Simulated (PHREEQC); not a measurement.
Copper plating or etch bath

Consider water at 25 °C with 0.015 mol Cu(NO3)2, 9.7e-05 mol HCl and 0.0002 mol Na2SO4 per kg of water. Closed to the air; pH follows from the charge balance.

Model: ion-association model, phreeqc.dat, run in PHREEQC.

No solid was allowed to form.

**Question.** Estimate the pH, specific conductance.

**Answer.** pH 4.07; specific conductance 3200 µS/cm.

**Question.** In which forms is Cl present?

**Answer.** Cl- 98 %, CuCl+ 1.9 % of the Cl.
